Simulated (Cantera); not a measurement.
A Cantera script and its output.

```python
import numpy as np
import cantera as ct

gas = ct.Solution("gri30.yaml")


def delay(T, t_max=10):
    gas.TPX = T, 101325, {'CH3OH': 1, 'O2': 2.5, 'N2': 6.5}
    reactor = ct.IdealGasReactor(gas, clone=False)
    net = ct.ReactorNet([reactor])
    net.rtol, net.atol = 1e-8, 1e-16
    while net.time < t_max:
        t_old, T_old = net.time, reactor.T
        net.step()
        if reactor.T > T + 400:  # ignition: a rise of 400 K
            return t_old + (T + 400 - T_old) / (reactor.T - T_old) * (net.time - t_old)
    return np.nan


taus = []
for T in [1225, 1275, 1325, 1375, 1425, 1475, 1525]:
    taus.append(delay(T))
    print(f"T0 = {T:6g} K   tau = {taus[-1]:.4e} s")
```

Output:

```
T0 =   1225 K   tau = 6.3130e-03 s
T0 =   1275 K   tau = 2.9717e-03 s
T0 =   1325 K   tau = 1.4945e-03 s
T0 =   1375 K   tau = 7.9878e-04 s
T0 =   1425 K   tau = 4.5144e-04 s
T0 =   1475 K   tau = 2.6837e-04 s
T0 =   1525 K   tau = 1.6688e-04 s
```

Cantera simulation using GRI-Mech 3.0 (53 species, 325 reactions); the numbers are that mechanism's predictions, not measurements. GRI-Mech 3.0 was tuned for natural gas; its chemistry of methanol as a main component is partial and can be far from experiment.
